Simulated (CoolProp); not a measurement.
Model: reference Helmholtz-energy equation of state, Platzer 1990, in CoolProp. This equation is an older, rougher fit.

Q: For CF4 (R14), give the phase and the cp (kJ/(kg K)) at 76.35 °C and 2.31 bar.

A: 
- 76.35 °C and 2.31 bar: gas; cp 0.769
